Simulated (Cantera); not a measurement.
Charge: 1 mol HI, 0.41 mol O2, equilibrated at 0.0100 bar.

Method: chemical equilibrium by Gibbs-energy minimisation in Cantera with the NASA 1993 tables (ideal gas, pure condensed phases). Candidate condensed phases: H2O, I2; 25 gas species. Ions and electrons are included (thermal ionisation). Equilibrium is a limit: real reactors are often held back by kinetics, nucleation or transport. All values below are at 2500 K.

Base state: I 0.547, H2O 0.186, O2 0.0858, OH 0.0499, H 0.0489, O 0.0425, H2 0.0378, HI 0.00227 (mole fractions); condensed: gas only.

**Question.** What changes in the equilibrium state with this change: pressure from 0.0100 bar to 0.00133 bar?

**Answer.** 
| species | before | after |
|---|---|---|
| I | 0.547 | 0.476 |
| H | 0.0489 | 0.155 |
| O | 0.0425 | 0.107 |
| H2O | 0.186 | 0.0838 |
| H2 | 0.0378 | 0.0504 |
| O2 | 0.0858 | 0.0733 |
| OH | 0.0499 | 0.0533 |
| I2 | 1.31e-5 | 1.33e-6 |
| HI | 0.00227 | 0.000834 |
